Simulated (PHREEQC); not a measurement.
A solution holds 54 mmol/kgw KOH, 13 mmol/kgw K2SO4 and 62 mmol/kgw H3BO3, at 20 °C. Closed to the air; pH follows from the charge balance.

The numbers come from PHREEQC with the Pitzer model, pitzer.dat.

Question: The ionic strength comes out as 0.0931 mol/kgw. What activity coefficients do OH-, B3O3(OH)4-, K+, B4O5(OH)4-2, B(OH)4- get?

Answer: OH- 0.80, B3O3(OH)4- 0.74, K+ 0.75, B4O5(OH)4-2 0.31, B(OH)4- 0.77. Single-ion values are on the MacInnes scale.

This is a speciation only: nothing precipitates in the calculation.
